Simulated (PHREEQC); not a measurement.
Solution (10 °C): 0.36 mol/kgw HF, 0.0011 mol/kgw (CH3)4NF and 0.042 mol/kgw (NH4)2SiF6. Closed to the air; pH follows from the charge balance.

The numbers come from PHREEQC with the ion-association model, phreeqc.dat.

### Question
The ionic strength comes out as 0.158 mol/kgw. What activity coefficients do NH4+, H+, F-, SiF6-2, HF2- get?

### Answer
NH4+ 0.71, H+ 0.81, F- 0.73, SiF6-2 0.33, HF2- 0.76.

Precipitation was switched off in this run. (CH3)4N+ isn't in the database: it is added as a free cation with an ion size of 4 Å. Away from 25 °C the constants follow the database's enthalpies or fits; those with neither stay at their 25 °C values. SiF6-2 is the database's only silicon fluoride.
